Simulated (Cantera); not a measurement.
A closed system holds: 1 mol SiC, 0.016 mol H2, at 1827 °C and 44000 Pa.

These are equilibrium values from Cantera (NASA tables, ideal gas, pure condensed phases), not measurements of a reactor. Candidate condensed phases: C, C6H6, C7H8, C8H18, Si, SiC; 87 gas species. Gases not in the tables: Si2H6 and higher silanes. Rates play no part.

Base state: H2 0.995, H 0.00469, Si 9.95e-5, C2H2 (acetylene) 8.11e-5, SiH2 5.96e-5, SiH 3.57e-5, CH4 3.41e-5 (mole fractions); condensed: SiC(s).

What changes in the equilibrium state with this change: SiC replaced by MgO?


```json
[
 {"species": "H2", "before": "0.995", "after": "0.972"},
 {"species": "H2O", "before": "0", "after": "0.0115"},
 {"species": "Mg", "before": "0", "after": "0.0114"},
 {"species": "Si", "before": "9.95e-5", "after": "0"},
 {"species": "MgH", "before": "0", "after": "0.000123"},
 {"species": "C2H2 (acetylene)", "before": "8.11e-5", "after": "0"},
 {"species": "SiH2", "before": "5.96e-5", "after": "0"},
 {"species": "MgOH", "before": "0", "after": "4.76e-5"},
 {"species": "SiC(s), mol", "before": "1.000", "after": "0"},
 {"species": "MgO(s), mol", "before": "0", "after": "1.000"}
]
```
The tables' values for MgH are old estimates; treat these amounts as uncertain. Further candidate phases: H2O, Mg, MgO, Mg(OH)2.
